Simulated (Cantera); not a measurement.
A closed system holds: 1 mol SiH₂Cl₂, 42 mol N₂, 0.34 mol H₂, equilibrated at 82.0 mbar.

Method: chemical equilibrium by Gibbs-energy minimisation in Cantera with the NASA 1993 tables (ideal gas, pure condensed phases). Candidate condensed phases: NH₄Cl, Si, Si₃N₄; 28 gas species. N₂ is the only nitrogen source here; it is nearly inert below about 1500 K, so the nitride shown seldom forms there in practice. The numbers say what is thermodynamically allowed, not how fast it happens.

Q: What share of the Si ends up in condensed phases as a function of T (K), at 1325, 1350, 1375, 1400, 1425, 1450, 1475, 1500, 1525, 1550, 1575, 1600, 1625?

A: 
```tsv
T (K)	Si condensed (%)	as
1325	92.9	Si₃N₄(s)
1350	92.5	Si₃N₄(s)
1375	91.9	Si₃N₄(s)
1400	91.0	Si₃N₄(s)
1425	89.8	Si₃N₄(s)
1450	88.3	Si₃N₄(s)
1475	86.3	Si₃N₄(s)
1500	84.0	Si₃N₄(s)
1525	81.3	Si₃N₄(s)
1550	78.3	Si₃N₄(s)
1575	75.0	Si₃N₄(s)
1600	71.4	Si₃N₄(s)
1625	67.8	Si₃N₄(s)
```
